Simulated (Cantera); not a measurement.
Charge: 1 mol S, 0.52 mol H2O, 0.046 mol O2, equilibrated at 17.0 Pa.

These are equilibrium values from Cantera (NASA tables, ideal gas, pure condensed phases), not measurements of a reactor. Candidate condensed phases: H2O, H2SO4, S; 19 gas species. Gases not in the tables: S3 to S7. The numbers say what is thermodynamically allowed, not how fast it happens.

x: gas mole fraction; nothing condenses.

```tsv
T (K)	x H2O	x S2	x H2S	x SO2	x H2
625	0.380	0.369	0.136	0.113	0.000208
675	0.400	0.385	0.112	0.101	0.000585
725	0.416	0.397	0.0931	0.0918	0.00142
775	0.427	0.406	___	0.0851	___
825	0.434	0.412	0.0664	0.0804	0.00595
875	0.437	0.417	0.0565	0.0776	0.0106
925	0.437	0.420	0.0480	0.0767	0.0174
975	0.433	0.421	0.0407	0.0775	0.0268
1025	0.425	0.421	0.0342	0.0800	0.0388
1075	0.414	0.419	0.0286	0.0841	0.0531
1125	0.399	0.416	___	0.0895	___
1175	0.383	0.411	0.0197	0.0959	0.0873
```

Problem. Complete the blanks.

Solution. 
- 1125, x H2S: 0.0238
- 1125, x H2: 0.0694
- 775, x H2S: 0.0783
- 775, x H2: 0.00306
